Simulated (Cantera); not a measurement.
Mixture: H₂ : O₂ : N₂ = 1 : 0.641 : 4.17 (molar parts), equivalence ratio 0.78, at 101000 Pa, adiabatic and at constant volume. Ignition delay is the time to a rise of 400 K.

Model: the H2/O2 subset of GRI-Mech 3.0, which has no nitrogen chemistry, integrated in Cantera. Where the delays flatten at high temperature, the 400 K rule measures the pace of heat release, not the induction time.

Question: What does this change do: pressure from 101000 Pa to 1500000 Pa?

Answer: 
| quantity | before | after |
|---|---|---|
| delay at 1323 K | 40.9 µs | 6.02 µs |
| delay at 1373 K | 35.5 µs | 3.33 µs |
| delay at 1423 K | 31.9 µs | 2.29 µs |
| delay at 1473 K | 29.4 µs | 1.73 µs |
| delay at 1523 K | 27.8 µs | 1.38 µs |
| delay at 1573 K | 27.0 µs | 1.15 µs |
The hydrogen kinetics of GRI-Mech 3.0 are dated; newer H2 mechanisms differ, most at raised pressure. The pressure lies above the range GRI-Mech 3.0 was tuned for (to about 10 atm).
